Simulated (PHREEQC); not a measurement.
Consider water at 25 °C with 23 mmol/kgw HF, 93 mmol/kgw NH4HF2 and 0.62 mmol/kgw H2SO4. Closed to the air; pH follows from the charge balance.

The numbers come from PHREEQC with the ion-association model, phreeqc.dat.

```csv
quantity,before,after
pH,2.93,3.08
ionic strength (mol/kgw),0.0947,0.0943
HF (mol/kgw),0.0916,0.0904
F- (mol/kgw),0.0690,0.0670
SO4-2 (mol/kgw),0.000416,0.000419
```

Problem. Which change was made?
A) NH4HF2 from 0.093 to 0.0465 mol/kgw
B) HF from 0.023 to 0.0345 mol/kgw
C) NH4HF2 left out
D) temperature from 25 to 45 °C
E) H2SO4 from 0.00062 to 6.2e-05 mol/kgw

Solution. D, temperature from 25 to 45 °C

Precipitation was switched off in this run. At this temperature some constants are extrapolated from 25 °C, and those without enthalpy data are left unchanged.
